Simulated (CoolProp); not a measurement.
Vapour pressure (kPa) of hydrogen chloride: the reference equation beside estimates from Tc = 324.7 K, pc = 8314 kPa, ω = 0.130.

Computed with CoolProp (reference Helmholtz-energy equation of state, Thol 2018).

```tsv
T (K)	reference	Lee-Kesler	van der Waals	Redlich-Kwong
253.9	1511	1527	2866	1735
257.1	1661	1680	3039	1900
260.4	1828	1849	3224	2082
263.6	2001	[?]	3411	2268
266.8	2186	2212	3604	2466
270	2383	2411	3803	2676
273.2	2593	[?]	4009	2897
276.4	2816	[?]	4223	3131
279.6	3053	3086	4443	3377
282.8	3305	3339	4670	3635
286.1	[?]	3616	4911	3915
289.3	3864	3900	5153	4200
```

Problem. Some entries are withheld; supply them.

Solution. 
- 263.6, Lee-Kesler: 2025
- 273.2, Lee-Kesler: 2623
- 276.4, Lee-Kesler: 2848
- 286.1, reference: 3581

Absolute difference from the reference over all 12 rows, mean and median: Lee-Kesler 1.1 and 1.1 %, van der Waals 58.8 and 57.1 %, Redlich-Kwong 11.9 and 12.0 %.
